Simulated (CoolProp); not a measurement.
Saturation properties of fluorine (Tc = 144.4 K, pc = 5.240 MPa, ω = 0.045).

Values from CoolProp's reference Helmholtz-energy equation of state, de Reuck 1990.

| T (K) | p (MPa) | enthalpy of vaporisation (kJ/kg) | vapour Z |
|---|---|---|---|
| 81.8 | 0.06881 | 177.3 | 0.9734 |
| 83.7 | 0.08670 | 175.6 | 0.9688 |
| 85.6 | 0.1080 | 173.8 | 0.9637 |
| 87.5 | 0.1332 | 172.0 | 0.9581 |
| 89.4 | 0.1627 | 170.1 | 0.9521 |
| 91.3 | 0.1969 | 168.2 | 0.9455 |
| 93.2 | 0.2363 | 166.2 | 0.9385 |
| 95.2 | 0.2840 | 164.0 | 0.9305 |
| 97.1 | 0.3356 | 161.8 | 0.9224 |
| 99 | 0.3940 | 159.6 | 0.9137 |
| 100.9 | 0.4595 | 157.3 | 0.9045 |
| 102.8 | 0.5327 | 154.9 | 0.8948 |
| 104.7 | 0.6141 | 152.4 | 0.8844 |
| 106.6 | 0.7043 | 149.7 | 0.8735 |
| 108.5 | 0.8037 | 147.0 | 0.8619 |

It boils at 85.0 K under 1 atm.
